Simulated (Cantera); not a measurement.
Input: 1 mol Ti, a varied amount of H2O, 1.3 mol CO, equilibrated at 1350 °C and 10.0 mbar.

Method: chemical equilibrium by Gibbs-energy minimisation in Cantera with the NASA 1993 tables (ideal gas, pure condensed phases). Candidate condensed phases: C, C6H6, C7H8, C8H18, H2O, Ti, TiC, TiO, TiO2, Ti2O3, Ti3O5, Ti4O7; 113 gas species. Mutual solubility and eutectic melting of coexisting phases are not modelled. TiC: taken at fixed stoichiometry. Condensed phases not in the tables: Magnéli phases beyond Ti4O7. The numbers say what is thermodynamically allowed, not how fast it happens.

x: gas mole fraction; n: condensed amount in mol.

| n(H2O) (mol) | x CO | x H2 | x H2O | x CO2 | x H | x OH | n TiC(s) | n Ti2O3(s) | n TiO2(rutile) | n Ti4O7(s) |
|---|---|---|---|---|---|---|---|---|---|---|
| 0.054 | 0.930 | 0.0695 | 9.23e-6 | 3.98e-5 | 0.000183 | (withheld) | 0.578 | 0.211 | 0 | 0 |
| 0.077 | 0.905 | 0.0952 | 1.25e-5 | 3.83e-5 | 0.000214 | (withheld) | 0.569 | 0.215 | 0 | 0 |
| 0.11 | 0.871 | 0.129 | 1.66e-5 | 3.63e-5 | 0.000248 | (withheld) | 0.556 | 0.222 | 0 | 0 |
| 0.16 | 0.827 | 0.173 | 2.19e-5 | 3.38e-5 | 0.000288 | (withheld) | 0.536 | 0.232 | 0 | 0 |
| 0.22 | 0.782 | 0.218 | 2.70e-5 | 3.12e-5 | 0.000323 | (withheld) | 0.512 | 0.244 | 0 | 0 |
| 0.32 | 0.721 | 0.278 | 3.34e-5 | 2.79e-5 | 0.000365 | 1.83e-9 | 0.472 | 0.264 | 0 | 0 |
| 0.45 | 0.661 | 0.338 | 3.92e-5 | 2.47e-5 | 0.000402 | 1.95e-9 | 0.420 | 0.290 | 0 | 0 |
| 0.64 | 0.599 | 0.401 | 4.46e-5 | 2.15e-5 | 0.000438 | 2.04e-9 | 0.344 | 0.328 | 0 | 0 |
| 0.91 | 0.539 | 0.461 | 4.92e-5 | 1.85e-5 | 0.000470 | 2.10e-9 | 0.236 | 0.382 | 0 | 0 |
| 1.3 | 0.484 | 0.515 | 5.27e-5 | 1.60e-5 | 0.000497 | 2.13e-9 | 0.0801 | 0.460 | 0 | 0 |
| 1.9 | 0.401 | 0.572 | 0.0213 | 0.00481 | 0.000524 | (withheld) | 0 | 0 | 0.266 | 0.183 |
| 2.6 | 0.309 | 0.537 | 0.130 | 0.0241 | 0.000507 | (withheld) | 0 | 0 | 1.00 | 0 |
| 3.8 | 0.208 | 0.439 | 0.306 | 0.0468 | 0.000458 | (withheld) | 0 | 0 | 1.00 | 0 |

Some entries are withheld; supply them.


- 0.054, x OH: 1.02e-9
- 0.077, x OH: 1.17e-9
- 0.11, x OH: 1.34e-9
- 0.16, x OH: 1.53e-9
- 0.22, x OH: 1.68e-9
- 1.9, x OH: 8.15e-7
- 2.6, x OH: 5.13e-6
- 3.8, x OH: 1.34e-5
